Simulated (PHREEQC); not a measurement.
Make-up at 25 °C: 0.016 mol BaCl2, 0.00027 mol CO2, 0.079 mol NaCl and 0.002 mol ZnBr2 per kg of water. Closed to the air; pH follows from the charge balance.

Model: ion-association model, phreeqc.dat, run in PHREEQC.

No solid was allowed to form.

Order these Zn species by the share of Zn that they hold, largest first: ZnCl2, ZnCl+, Zn+2.

Zn+2 (90 %), ZnCl+ (9.2 %), ZnCl2 (0.58 %)

Order these C species by the share of C that they hold, largest first: CO2, BaHCO3+, HCO3-, ZnHCO3+, NaHCO3.

CO2 (95 %), HCO3- (4.7 %), ZnHCO3+ (0.37 %), BaHCO3+ (0.24 %), NaHCO3 (0.12 %)

The pH is 4.92 and the ionic strength 0.133 mol/kgw. Species that the database lacks are ignored.
